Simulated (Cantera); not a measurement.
A Cantera script and what it prints.

```python
import numpy as np
import cantera as ct

gas_names = [...]  # 109 gases of nasa_gas.yaml made of C, Cl, H, Si
cond_names = """
    C(gr) C6H6(L) C7H8(L) C8H18(L),n-octa Si(cr) Si(L) SiC(b)
""".split()


# ... load() reads the species with a 1 bar reference pressure and builds the phases ...
atoms = {
    'SiHCl3': {'Si': 1, 'H': 1, 'CL': 3},
    'CH4': {'C': 1, 'H': 4},
    'H2': {'H': 2},
}
top_T = {'C(gr)': 4500, 'SiC(b)': 3050}  # K; cautious upper limits of use, not melting points


# ... equilibrate(T, P, feed) seeds the gas with the atoms and calls Mixture.equilibrate('TP', solver="vcs", rtol=1e-11, max_steps=5000) ...
results = []
feed = {'SiHCl3': 1, 'CH4': 0.013, 'H2': 24}  # mol
P = 69000  # Pa
for T in [1200, 1300, 1400, 1500, 1600, 1700, 1800, 1900, 2000, 2100, 2200, 2300, 2400, 2500]:
    mix = equilibrate(T, P, feed)
    results.append((T, P, feed, dict(zip(mix.species_names, mix.species_moles))))

top = {s: max(r[3][s] / sum(r[3][g] for g in gas_names) for r in results) for s in gas_names}
cols = sorted((s for s in top if top[s] > 1e-06), key=lambda s: -top[s])[:5]
seen = [c for c in cond_names if any(r[3].get(c, 0) > 1e-12 for r in results)]
print("log10 of partial pressures in bar; condensed amounts in mol")
print(f"{'T/K':>10s}" + "".join(f"{s[:9]:>10s}" for s in cols + seen))
for T, P, feed, n in results:
    ng = sum(n[g] for g in gas_names)
    print(f"{T:10.4g}" + "".join(f"{np.log10(max(n[s] / ng * P / 1e5, 1e-99)):10.3f}" for s in cols)
          + "".join(f"{n.get(c, 0):10.4g}" for c in seen))
```

Output:

```
log10 of partial pressures in bar; condensed amounts in mol
       T/K        H2       HCL         H     SiCL2     SiCL4    Si(cr)     Si(L)    SiC(b)
      1200    -0.187    -1.674    -6.798    -2.789    -2.099     0.316         0   0.01258
      1300    -0.193    -1.495    -6.052    -2.371    -2.304    0.3843         0   0.01264
      1400    -0.198    -1.385    -5.412    -2.101    -2.651     0.425         0   0.01269
      1500    -0.201    -1.333    -4.855    -1.958    -3.129    0.4368         0   0.01272
      1600    -0.203    -1.316    -4.366    -1.891    -3.657    0.4334         0   0.01275
      1700    -0.203    -1.309    -3.933    -1.861    -4.170         0    0.4297   0.01276
      1800    -0.205    -1.288    -3.548    -1.881    -4.638         0    0.4682   0.01272
      1900    -0.206    -1.271    -3.203    -1.905    -5.067         0    0.5009   0.01265
      2000    -0.207    -1.258    -2.892    -1.931    -5.457         0    0.5276   0.01249
      2100    -0.208    -1.248    -2.611    -1.957    -5.815         0    0.5462   0.01198
      2200    -0.210    -1.240    -2.354    -1.984    -6.145         0    0.5524   0.01031
      2300    -0.213    -1.235    -2.121    -2.013    -6.452         0    0.5368  0.005219
      2400    -0.218    -1.234    -1.908    -2.044    -6.741         0    0.4779         0
      2500    -0.226    -1.237    -1.712    -2.079    -7.018         0    0.3424         0
```

Cantera equilibrium calculation (NASA polynomials, part measured and part estimated; ideal gas, pure solids and liquids). Mutual solubility and eutectic melting of coexisting phases are not modelled. The tables' values for SiCl3, SiCl are old estimates; treat these amounts as uncertain. Gases not in the tables: Si2H6 and higher silanes.
